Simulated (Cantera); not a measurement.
A closed system holds: 1 mol Si, 0.98 mol Cl₂, 0.77 mol H₂, equilibrated at 1100 K and 100 Torr.

Equilibrium computed with Cantera from the NASA thermochemical tables; the gas is ideal and each condensed phase is pure. Candidate condensed phases: Si; 19 gas species. The tables' values for SiCl₃ are old estimates; treat these amounts as uncertain. Kinetics and transport are ignored.

Base state: H₂ 0.557, SiCl₄ 0.319, SiHCl₃ 0.0608, HCl 0.0431, SiCl₃ 0.0125, SiCl₂ 0.00678, SiH₂Cl₂ 0.00139 (mole fractions); condensed: Si(s).

Task: What changes in the equilibrium state with this change: temperature from 1100 K to 725 K?

Result: 
```tsv
species	before	after
H₂	0.557	0.584
SiCl₄	0.319	0.339
SiHCl₃	0.0608	0.0753
HCl	0.0431	0.000811
SiCl₃	0.0125	3.51e-5
SiCl₂	0.00678	8.89e-7
SiH₂Cl₂	0.00139	0.00116
Si(s), mol	0.495	0.486
```
